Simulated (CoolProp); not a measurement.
Model: reference Helmholtz-energy equation of state, Gao 2022, in CoolProp.

Q: For n-perfluorobutane, give the phase and the density (kg/m³), cv (kJ/(kg K)), isothermal compressibility (1/MPa), expansivity (1/kK) at 176.85 °C and 625 kPa; 176.85 °C and 3750 kPa; 176.85 °C and 4380 kPa.

A: 
- 176.85 °C and 625 kPa: gas; density 41.9, cv 0.949, isothermal compressibility 1.69, expansivity 2.71
- 176.85 °C and 3750 kPa: supercritical; density 364, cv 0.979, isothermal compressibility 0.403, expansivity 9.18
- 176.85 °C and 4380 kPa: supercritical; density 462, cv 0.986, isothermal compressibility 0.348, expansivity 11.0
